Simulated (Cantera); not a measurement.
Feed: 1 mol SiC, 0.025 mol H₂O, 9.6 mol H₂, equilibrated at 1373.15 K and 0.0100 bar.

Cantera equilibrium calculation (NASA polynomials, part measured and part estimated; ideal gas, pure solids and liquids). Candidate condensed phases: C, C₆H₆, C₇H₈, C₈H₁₈, H₂O, Si, SiC, SiO₂; 123 gas species. The numbers say what is thermodynamically allowed, not how fast it happens.

Base state: H₂ 0.997, SiO 0.00130, CO 0.00129, H 3.33e-5 (mole fractions); condensed: SiC(s).

### Question
What changes in the equilibrium state with this change: temperature from 1373.15 K to 2173.15 K?

### Answer
| species | before | after |
|---|---|---|
| H₂ | 0.997 | 0.945 |
| H | 3.33e-5 | 0.0469 |
| Si | 4.99e-9 | 0.00407 |
| C₂H₂ (acetylene) | 1.89e-9 | 0.000986 |
| Si₂C | <1e-9 | 0.000218 |
| SiC₂ | <1e-9 | 0.000167 |
| SiH | 2.83e-9 | 0.000185 |
| SiC(s), mol | 0.988 | 0.951 |
Gases not in the tables: Si₂H₆ and higher silanes.

### Question
What changes in the equilibrium state with this change: temperature from 1373.15 K to 1850 K?

### Answer
```tsv
species	before	after
H₂	0.997	0.992
H	3.33e-5	0.00536
CO	0.00129	0.00142
Si	4.99e-9	0.000220
SiO	0.00130	0.00116
SiH	2.83e-9	2.17e-5
SiH₂	3.21e-8	1.43e-5
SiC(s), mol	0.988	0.986
```
Gases not in the tables: Si₂H₆ and higher silanes.

### Question
What changes in the equilibrium state with this change: temperature from 1373.15 K to 1000 K?

### Answer
```tsv
species	before	after
H₂	0.997	0.999
CH₄	1.66e-6	0.000953
CO	0.00129	1.25e-5
SiO	0.00130	1.03e-9
H	3.33e-5	2.27e-8
SiC(s), mol	0.988	0.988
C(graphite), mol	0	0.00316
SiO₂(β-quartz), mol	0	0.0124
```
